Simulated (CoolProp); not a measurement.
Vapour pressure (MPa) of tetradecamethylhexasiloxane (MD4M): the reference equation beside estimates from Tc = 653.2 K, pc = 0.8286 MPa, ω = 0.800. Clausius-Clapeyron is anchored at 354.4 K with a constant enthalpy of vaporisation of 71.31 kJ/mol.

Values from CoolProp's reference Helmholtz-energy equation of state, Thol 2019.

```csv
T (K),reference,Lee-Kesler,Clausius-Clapeyron,van der Waals,Redlich-Kwong,Soave-Redlich-Kwong,Peng-Robinson
331.1,1.620e-5,2.397e-5,1.693e-5,0.02525,0.002258,(withheld),3.055e-5
354.4,9.294e-5,0.0001190,9.294e-5,(withheld),0.005422,0.0001144,0.0001443
377.8,0.0004019,0.0004653,0.0004161,0.05805,0.01142,0.0004540,0.0005415
401.1,0.001371,0.001483,0.001556,0.08216,0.02155,0.001464,0.001670
424.5,0.003899,0.004035,0.005057,0.1124,0.03744,0.004020,0.004426
447.8,0.009493,0.009564,0.01447,0.1492,0.06060,0.009597,0.01027
471.2,0.02052,0.02036,0.03746,0.1933,(withheld),0.02056,0.02153
494.5,0.04000,0.03939,0.08831,0.2448,0.1358,0.04002,0.04119
517.9,0.07209,0.07078,0.1934,0.3047,0.1911,(withheld),0.07348
```

Task: Some entries are withheld; supply them.

Result: 
- 331.1, Soave-Redlich-Kwong: 2.259e-5
- 354.4, van der Waals: 0.03925
- 471.2, Redlich-Kwong: 0.09291
- 517.9, Soave-Redlich-Kwong: 0.07233

Absolute difference from the reference over all 9 rows, mean and median: Lee-Kesler 12.0 and 3.5 %, Clausius-Clapeyron 52.8 and 29.7 %, van der Waals 24895.9 and 2782.8 %, Redlich-Kwong 2882.4 and 860.2 %, Soave-Redlich-Kwong 9.7 and 3.1 %, Peng-Robinson 25.8 and 13.5 %.
